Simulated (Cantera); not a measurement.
Cantera with NASA thermochemical tables; ideal gases at 1 bar, condensed phases pure. Values are per mole of reaction as written; species without (g) are pure solids or liquids, kept so even where they would boil at 1 bar.

4 N(g) + 2 Si2C(g) ⇌ SiC2(g) + Si3N4, with ΔH° = -3091.6 kJ and ΔS° = -748.3 J/K at 300 K.

How far is the shortcut ΔG° ≈ ΔH°(300 K) − T·ΔS°(300 K) from the full temperature-dependent value at 723, 823, 923, 1023, 1123, 1223, 1323, 1423, 1523, 1623, 1723 K?


| T (K) | shortcut (kJ) | full (kJ) | difference (kJ) | difference in log10 K |
|---|---|---|---|---|
| 723 | -2550.6 | -2545.7 | -4.9 | 0.36 |
| 823 | -2475.8 | -2469.2 | -6.6 | 0.42 |
| 923 | -2400.9 | -2392.8 | -8.1 | 0.46 |
| 1023 | -2326.1 | -2316.6 | -9.5 | 0.49 |
| 1123 | -2251.3 | -2240.5 | -10.8 | 0.50 |
| 1223 | -2176.4 | -2164.6 | -11.9 | 0.51 |
| 1323 | -2101.6 | -2088.9 | -12.7 | 0.50 |
| 1423 | -2026.8 | -2013.4 | -13.4 | 0.49 |
| 1523 | -1951.9 | -1938.2 | -13.8 | 0.47 |
| 1623 | -1877.1 | -1863.2 | -13.9 | 0.45 |
| 1723 | -1802.3 | -1788.4 | -13.9 | 0.42 |
The shortcut ignores the heat-capacity change of the reaction.
